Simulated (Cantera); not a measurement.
An adiabatic, constant-volume homogeneous reactor starts with CH4 : O2 : N2 = 1 : 1.82 : 6.84 (molar parts), equivalence ratio 1.1, at 1700 K and 1.00 bar.

Detailed kinetics in Cantera: GRI-Mech 3.0 (53 species, 325 reactions).

### Question
Predict: time of steepest temperature rise; temperature at 3.00 s; equilibrium temperature; x(O2) at 3.00 s; x(H) at 3.00 s; x(CH2O) at 3.00 s; x(H2O) at 3.00 s.

### Answer
- time of steepest temperature rise = 0.209 ms
- temperature at 3.00 s = 2971 K
- equilibrium temperature = 2971 K
- x(O2) at 3.00 s = 0.0164 (gas-phase equilibrium 0.0164)
- x(H) at 3.00 s = 0.0189 (gas-phase equilibrium 0.0189)
- x(CH2O) at 3.00 s = 1.47e-9 (gas-phase equilibrium 1.47e-9)
- x(H2O) at 3.00 s = 0.138 (gas-phase equilibrium 0.138)
